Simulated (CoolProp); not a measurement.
Properties of R236FA along the isobar 7850 kPa.

Model: reference Helmholtz-energy equation of state, Pan 2012, in CoolProp.

| T (°C) | phase | density (kg/m³) | cv (kJ/(kg K)) | isothermal compressibility (1/MPa) | viscosity (µPa s) | fugacity coefficient |
|---|---|---|---|---|---|---|
| 22.25 | liquid | 1402 | 0.8601 | 0.002772 | 338 | 0.04079 |
| 31.75 | liquid | 1374 | 0.8715 | 0.003174 | 303 | 0.05431 |
| 41.25 | liquid | 1344 | 0.8836 | 0.003657 | 272 | 0.07061 |
| 50.75 | liquid | 1314 | 0.8963 | 0.004243 | 245 | 0.08983 |
| 60.25 | liquid | 1283 | 0.9096 | 0.004967 | 221 | 0.1121 |
| 69.75 | liquid | 1250 | 0.9234 | 0.005871 | 200 | 0.1373 |
| 79.25 | liquid | 1216 | 0.9378 | 0.007020 | ___ | 0.1655 |
| 88.75 | liquid | 1181 | 0.9527 | 0.008510 | 163 | 0.1965 |
| 98.35 | liquid | 1142 | 0.9681 | 0.01051 | 146 | 0.2306 |
| 107.85 | liquid | 1102 | 0.9839 | 0.01319 | 131 | 0.2665 |
| 117.35 | liquid | 1059 | 1.000 | 0.01694 | ___ | 0.3044 |
| 126.85 | supercritical | 1011 | ___ | 0.02232 | 104 | ___ |

**Question.** Some entries are withheld; supply them.

**Answer.** 
- 79.25, viscosity (µPa s): 180
- 117.35, viscosity (µPa s): 117
- 126.85, cv (kJ/(kg K)): 1.017
- 126.85, fugacity coefficient: 0.3438

Viscosity comes from a separate model (Huber 2003), an estimate that may be off by 10 % or more.
